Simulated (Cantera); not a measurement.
Charge: 1 mol SiC, 0.0039 mol H2O, 390 mol N2, equilibrated at 420000 Pa.

Equilibrium computed with Cantera from the NASA thermochemical tables; the gas is ideal and each condensed phase is pure. Candidate condensed phases: C, C6H6, C7H8, C8H18, H2O, Si, SiC, SiO2, Si2N2O, Si3N4; 151 gas species. N2 is the only nitrogen source here; it is nearly inert below about 1500 K, so the nitride shown seldom forms there in practice. Mutual solubility and eutectic melting of coexisting phases are not modelled. The numbers say what is thermodynamically allowed, not how fast it happens.

**Question.** Which condensed phases are stable at each of these points (T (K)): 1425, 1450, 1475, 1500, 1525, 1550, 1575, 1600, 1625, 1650, 1675, 1700, 1725, 1750?

**Answer.** 
| T (K) | condensed phases | Si condensed (%) |
|---|---|---|
| 1425 | C(graphite) + Si2N2O(s) + Si3N4(s) | 100.0 |
| 1450 | C(graphite) + Si3N4(s) | 100.0 |
| 1475 | C(graphite) + Si3N4(s) | 100.0 |
| 1500 | C(graphite) + Si3N4(s) | 100.0 |
| 1525 | C(graphite) + Si3N4(s) | 100.0 |
| 1550 | C(graphite) + Si3N4(s) | 100.0 |
| 1575 | C(graphite) + Si3N4(s) | 100.0 |
| 1600 | C(graphite) + Si3N4(s) | 100.0 |
| 1625 | C(graphite) + Si3N4(s) | 100.0 |
| 1650 | C(graphite) + Si3N4(s) | 100.0 |
| 1675 | C(graphite) + Si3N4(s) | 100.0 |
| 1700 | C(graphite) + Si3N4(s) | 100.0 |
| 1725 | C(graphite) + Si3N4(s) | 100.0 |
| 1750 | C(graphite) + Si3N4(s) | 100.0 |

At 1425 K the condensed part is C(graphite) + Si2N2O(s) + Si3N4(s). From 1450 K to 1750 K the condensed part is C(graphite) + Si3N4(s).
